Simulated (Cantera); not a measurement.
Charge: 1 mol Ti(OiPr)4, 0.6 mol H2O, equilibrated at 57.8 Torr.

Equilibrium computed with Cantera from the NASA thermochemical tables; the gas is ideal and each condensed phase is pure. Candidate condensed phases: C, C6H6, C7H8, C8H18, H2O, Ti, TiC, TiO, TiO2, Ti2O3, Ti3O5, Ti4O7; 113 gas species. The feed counts by its element totals alone. Equilibrium is a limit: real reactors are often held back by kinetics, nucleation or transport. All values below are at 852 °C.

Base state: H2 0.847, CO 0.151, CH4 0.00159, H2O 0.000632, CO2 0.000102 (mole fractions); condensed: C(graphite) + TiO2(rutile).

Task: What changes in the equilibrium state with this change: Ti(OiPr)4 replaced by TiCl4?

Result: 
```json
[
 {"species": "HCl", "before": "0", "after": "0.631"},
 {"species": "TiCl4", "before": "0", "after": "0.368"},
 {"species": "H2O", "before": "0.000632", "after": "6.75e-5"},
 {"species": "H2", "before": "0.847", "after": "7.02e-6"},
 {"species": "CO", "before": "0.151", "after": "0"},
 {"species": "CH4", "before": "0.00159", "after": "0"},
 {"species": "CO2", "before": "0.000102", "after": "0"},
 {"species": "TiCl3", "before": "0", "after": "6.18e-5"},
 {"species": "Cl", "before": "0", "after": "3.39e-5"},
 {"species": "Cl2", "before": "0", "after": "2.10e-5"},
 {"species": "C(graphite), mol", "before": "9.39", "after": "0"},
 {"species": "TiO2(rutile), mol", "before": "1.00", "after": "0.300"}
]
```
Condensed phases not in the tables: TiOCl. Further candidate phases: TiCl2, TiCl3, TiCl4.
